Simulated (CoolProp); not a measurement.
Saturated liquid density (kg/m³) of cyclopropane: the reference equation beside estimates from Tc = 125.5 °C, pc = 5605 kPa, ω = 0.131.

Values from CoolProp's reference Helmholtz-energy equation of state, Polt 1992. This equation is an older, rougher fit; its heat capacities, sound speeds and derivatives of the liquid may be far off and weren't checked against measurements.

```tsv
T (°C)	reference	van der Waals	Redlich-Kwong	Soave-Redlich-Kwong	Peng-Robinson
33.45	605.7	379.9	541.9	552.9	627.1
39.05	596.5	374.1	531.4	542.6	615.5
44.55	587.2	368.1	520.7	532.1	603.6
50.15	577.4	361.8	509.4	520.9	590.9
55.75	567.2	355.3	497.6	509.1	577.6
61.35	556.6	348.5	485.3	496.9	563.5
66.95	545.5	341.3	472.4	483.9	548.7
72.55	533.9	333.8	458.9	470.3	533.0
78.15	521.7	325.9	444.7	455.8	516.3
83.65	508.8	317.6	429.9	440.7	498.8
89.25	494.8	308.6	413.9	424.3	479.6
```

Absolute difference from the reference over all 11 rows, mean and median: van der Waals 37.4 and 37.4 %, Redlich-Kwong 13.1 and 12.8 %, Soave-Redlich-Kwong 11.0 and 10.7 %, Peng-Robinson 2.0 and 2.0 %.
